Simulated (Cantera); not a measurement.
Feed: 1 mol toluene, 0.018 mol NH3, equilibrated at 900 K and 39.0 mbar.

Equilibrium computed with Cantera from the NASA thermochemical tables; the gas is ideal and each condensed phase is pure. Candidate condensed phases: C, C6H6, C7H8, C8H18; 92 gas species. The numbers say what is thermodynamically allowed, not how fast it happens.

Base state: H2 0.986, CH4 0.0118, N2 0.00226 (mole fractions); condensed: C(graphite).

Task: What changes in the equilibrium state with this change: NH3 from 0.018 to 0.55 mol?

Result: 
```tsv
species	before	after
H2	0.986	0.935
N2	0.00226	0.0545
CH4	0.0118	0.0106
C(graphite), mol	6.95	6.95
```

Task: What changes in the equilibrium state with this change: temperature from 900 K to 2600 K?

Result: 
```csv
species,before,after
H2,0.986,0.808
H,<1e-9,0.175
C2H2 (acetylene),<1e-9,0.0131
CH4,0.0118,3.28e-6
HNC,<1e-9,0.000292
C2H,<1e-9,0.000249
C4H2,<1e-9,8.81e-5
C3,<1e-9,5.68e-5
HCN,4.12e-8,0.00223
"C(graphite), mol",6.95,6.87
```
